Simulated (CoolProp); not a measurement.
Normal hydrogen along the isotherm 24.1 K: Z from the reference equation and from simpler models built on Tc = 33.1 K, pc = 1.296 MPa, ω = -0.219; each cubic takes its own stable root.

Computed with CoolProp (reference Helmholtz-energy equation of state, Leachman 2009).

| p (MPa) | phase | reference |
|---|---|---|
| 1.08 | liquid | 0.1607 |
| 2.16 | liquid | 0.3134 |
| 3.24 | liquid | 0.4605 |
| 4.32 | liquid | 0.6031 |
| 5.4 | liquid | 0.7420 |
| 6.48 | liquid | 0.8779 |
| 7.56 | liquid | 1.011 |
| 8.64 | liquid | 1.142 |
| 9.72 | liquid | 1.271 |
| 10.8 | liquid | 1.398 |
| 11.9 | liquid | 1.526 |
| 13 | liquid | 1.651 |

Q: How far does each simpler model (van der Waals, Peng-Robinson) lie from the reference over these 12 states: mean and median of the absolute difference, and the worst?

A: 
- van der Waals: mean 24.4 %, median 24.3 %, worst +25.6 % at 24.1 K and 13 MPa
- Peng-Robinson: mean 17.4 %, median 17.5 %, worst -17.6 % at 24.1 K and 5.4 MPa
